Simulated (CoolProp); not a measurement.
Model: reference Helmholtz-energy equation of state, Thol 2017, in CoolProp.

Q: Give the vapour pressure (bar), liquid density (kg/m³), vapour density (kg/m³), enthalpy of vaporisation (kJ/kg) of saturated decamethyltetrasiloxane (MD2M) at 365.4, 415 K.

A: 
```tsv
T (K)	p (bar)	liquid density (kg/m³)	vapour density (kg/m³)	enthalpy of vaporisation (kJ/kg)
365.4	0.0324	781	0.333	166
415	0.228	729	2.10	149
```
